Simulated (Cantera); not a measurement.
Cantera run:

```python
import numpy as np
import cantera as ct

gas_names = """
    H HO2 H2 H2O H2O2 Nb NbO NbO2 O OH O2 O3
""".split()
cond_names = """
    H2O(s) H2O(L) Nb(cr) Nb(L) NbO(s) NbO(L) NbO2(I) NbO2(II) NbO2(III) NbO2(L) Nb2O5(s) Nb2O5(L)
""".split()


def load(file, names, dense=False):
    # The tables refer to 1 bar. Condensed volumes are neglected.
    table = {s.name: s for s in ct.Species.list_from_file(file)}
    out = []
    for n in names:
        d = dict(table[n].input_data)
        d["thermo"] = dict(d["thermo"], **{"reference-pressure": 1e5})
        if dense:
            d["equation-of-state"] = {"model": "constant-volume", "density": "1e6 g/cm^3"}
        out.append(ct.Species.from_dict(d))
    return out


gas = ct.Solution(thermo="ideal-gas", species=load("nasa_gas.yaml", gas_names))
cond = {s.name: ct.Solution(thermo="fixed-stoichiometry", species=[s], name=s.name)
        for s in load("nasa_condensed.yaml", cond_names, dense=True)}
atoms = {
    'Nb': {'Nb': 1},
    'O2': {'O': 2},
    'H2': {'H': 2},
}
top_T = {}  # K; cautious upper limits of use, not melting points


def equilibrate(T, P, feed):
    n = {}
    for name, mol in feed.items():
        for a, k in atoms[name].items():
            n[a] = n.get(a, 0.0) + k * mol
    gas.TPX = T, P, n
    mass = sum(n.values()) * gas.mean_molecular_weight
    gas.equilibrate("TP")
    valid = [c for c in cond.values() if c.min_temp <= T <= top_T.get(c.name, c.max_temp)]
    mix = ct.Mixture([(gas, mass / gas.mean_molecular_weight)] + [(c, 0.0) for c in valid])
    mix.T, mix.P = T, P
    mix.equilibrate("TP", solver="vcs", rtol=1e-11, max_steps=5000)
    return mix


results = []
feed = {'Nb': 1, 'O2': 0.95, 'H2': 140}  # mol
P = 0.29  # Pa
for T in [2150, 2175, 2200, 2225, 2250, 2275, 2300, 2325, 2350, 2375, 2400, 2425, 2450]:
    mix = equilibrate(T, P, feed)
    results.append((T, P, feed, dict(zip(mix.species_names, mix.species_moles))))
    x = sorted(zip(gas.X, gas.species_names), reverse=True)
    print(f"T = {T:g} K  P = {P:g} Pa  gas = {mix.phase_moles(0):.4g} mol")
    print("   x: " + "  ".join(f"{s} {v:.3e}" for v, s in x if v > 1e-06))
    print("   condensed (mol): " + ("  ".join(f"{mix.phase(i).name} {mix.phase_moles(i):.4g}"
          for i in range(1, mix.n_phases) if mix.phase_moles(i) > 1e-12) or "none"))
```

It prints:

```
T = 2150 K  P = 0.29 Pa  gas = 250.2 mol
   x: H 8.712e-01  H2 1.237e-01  NbO2 2.497e-03  NbO 1.499e-03  O 7.723e-04  H2O 1.712e-04  OH 1.556e-04
   condensed (mol): none
T = 2175 K  P = 0.29 Pa  gas = 256.1 mol
   x: H 8.969e-01  H2 9.790e-02  NbO2 2.264e-03  NbO 1.639e-03  O 9.737e-04  OH 1.516e-04  H2O 1.232e-04
   condensed (mol): none
T = 2200 K  P = 0.29 Pa  gas = 261.2 mol
   x: H 9.177e-01  H2 7.700e-02  NbO2 2.024e-03  NbO 1.804e-03  O 1.191e-03  OH 1.434e-04  H2O 8.623e-05
   condensed (mol): none
T = 2225 K  P = 0.29 Pa  gas = 265.4 mol
   x: H 9.343e-01  H2 6.034e-02  NbO 1.987e-03  NbO2 1.781e-03  O 1.419e-03  OH 1.322e-04  H2O 5.895e-05
   condensed (mol): none
T = 2250 K  P = 0.29 Pa  gas = 268.8 mol
   x: H 9.473e-01  H2 4.718e-02  NbO 2.182e-03  O 1.652e-03  NbO2 1.538e-03  OH 1.193e-04  H2O 3.956e-05  Nb 1.014e-06
   condensed (mol): none
T = 2275 K  P = 0.29 Pa  gas = 271.5 mol
   x: H 9.574e-01  H2 3.688e-02  NbO 2.379e-03  O 1.881e-03  NbO2 1.303e-03  OH 1.056e-04  H2O 2.614e-05  Nb 1.558e-06
   condensed (mol): none
T = 2300 K  P = 0.29 Pa  gas = 273.7 mol
   x: H 9.653e-01  H2 2.885e-02  NbO 2.571e-03  O 2.100e-03  NbO2 1.081e-03  OH 9.197e-05  H2O 1.705e-05  Nb 2.395e-06
   condensed (mol): none
T = 2325 K  P = 0.29 Pa  gas = 275.4 mol
   x: H 9.714e-01  H2 2.261e-02  NbO 2.749e-03  O 2.303e-03  NbO2 8.781e-04  OH 7.891e-05  H2O 1.101e-05  Nb 3.674e-06
   condensed (mol): none
T = 2350 K  P = 0.29 Pa  gas = 276.8 mol
   x: H 9.761e-01  H2 1.776e-02  NbO 2.908e-03  O 2.483e-03  NbO2 6.997e-04  OH 6.685e-05  H2O 7.057e-06  Nb 5.613e-06
   condensed (mol): none
T = 2375 K  P = 0.29 Pa  gas = 277.8 mol
   x: H 9.797e-01  H2 1.400e-02  NbO 3.043e-03  O 2.639e-03  NbO2 5.477e-04  OH 5.603e-05  Nb 8.531e-06  H2O 4.495e-06
   condensed (mol): none
T = 2400 K  P = 0.29 Pa  gas = 278.7 mol
   x: H 9.825e-01  H2 1.106e-02  NbO 3.153e-03  O 2.770e-03  NbO2 4.224e-04  OH 4.658e-05  Nb 1.288e-05  H2O 2.854e-06
   condensed (mol): none
T = 2425 K  P = 0.29 Pa  gas = 279.4 mol
   x: H 9.847e-01  H2 8.779e-03  NbO 3.238e-03  O 2.878e-03  NbO2 3.219e-04  OH 3.849e-05  Nb 1.931e-05  H2O 1.810e-06
   condensed (mol): none
T = 2450 K  P = 0.29 Pa  gas = 279.9 mol
   x: H 9.864e-01  H2 6.991e-03  NbO 3.301e-03  O 2.968e-03  NbO2 2.433e-04  OH 3.170e-05  Nb 2.871e-05  H2O 1.150e-06
   condensed (mol): none
```

Equilibrium computed with Cantera from the NASA thermochemical tables; the gas is ideal and each condensed phase is pure.
